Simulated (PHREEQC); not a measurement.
2.2 g of hydrous ferric oxide (600 m²/g; 0.2 weak and 0.005 strong sites per Fe, Dzombak-Morel constants, diffuse double layer) in 1 kg of water with 0.001 mol/kgw of an inert sodium salt and 0.0007 mol/kgw H3BO3, at 25 °C; the pH is set by adding NaOH or the inert anion's acid. O2 is buffered at 0.21 atm. The system is closed to CO2. No solid was allowed to form.

Base run: PHREEQC, ion-association model, wateq4f.dat. Each further column changes one thing. The table gives surface charge σ (C/m²).

```csv
pH,base,background salt from 0.001 to 0.0001 mol/kgw
4,0.142,…
4.5,0.092,0.062
5.5,0.034,…
6,0.020,0.008
7,0.006,0.002
7.5,0.003,0.001
8.5,-0.002,-0.001
9,-0.005,-0.003
10,-0.019,-0.014
10.5,-0.035,…
11.5,-0.118,-0.111
12,-0.208,-0.205
```

Question: What belongs in the gaps?

Answer: 
- 4, background salt from 0.001 to 0.0001 mol/kgw: 0.112
- 5.5, background salt from 0.001 to 0.0001 mol/kgw: 0.016
- 10.5, background salt from 0.001 to 0.0001 mol/kgw: -0.028
